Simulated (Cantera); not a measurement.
Input: 1 mol Cr, 4.6 mol H₂O, 72 mol H₂, held at 1525 °C and 0.260 Pa.

Method: chemical equilibrium by Gibbs-energy minimisation in Cantera with the NASA 1993 tables (ideal gas, pure condensed phases). Candidate condensed phases: Cr, Cr₂O₃, H₂O; 13 gas species. Kinetics and transport are ignored.

Q: What is the equilibrium state?

A: 
- x(H₂): 0.746
- x(H): 0.189
- x(H₂O): 0.0522
- x(Cr): 0.0112
- x(OH): 0.000868
- x(CrO): 0.000411
- x(O): 0.000170
- x(CrO₂): 1.11e-5
- x(O₂): 5.27e-6
- gas amount: 85.75 mol
- log10 activity of Cr(s) (absent): -3.49
